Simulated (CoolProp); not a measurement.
A simple Rankine cycle with neopentane: condensing at 300.15 K, boiler at 2.17 MPa, turbine inlet 549 K, turbine efficiency 0.9, pump efficiency 0.7, no recuperator. Each further row changes one setting.

Values from CoolProp's reference Helmholtz-energy equation of state, Lemmon 2006. It is a short technical equation, of lower accuracy than the large ones.

```
case                             thermal efficiency (%)  net work (kJ/kg)  heat in (kJ/kg)  turbine exit temperature (K)  volume ratio over the turbine
-------------------------------  ----------------------  ----------------  ---------------  ----------------------------  -----------------------------
as stated                                          14.5               122              842                         493.2                           11.8
condensing temperature 292.15 K                    15.6               135              861                             ?                           15.2
boiler pressure 1.52 MPa                           12.6               108                ?                             ?                           8.13
turbine efficiency 0.8                                ?               108              842                             ?                           11.9
```

**Question.** Fill in the missing entries.

**Answer.** 
- condensing temperature 292.15 K, turbine exit temperature (K): 488.0
- boiler pressure 1.52 MPa, heat in (kJ/kg): 852
- boiler pressure 1.52 MPa, turbine exit temperature (K): 502.4
- turbine efficiency 0.8, thermal efficiency (%): 12.8
- turbine efficiency 0.8, turbine exit temperature (K): 498.7
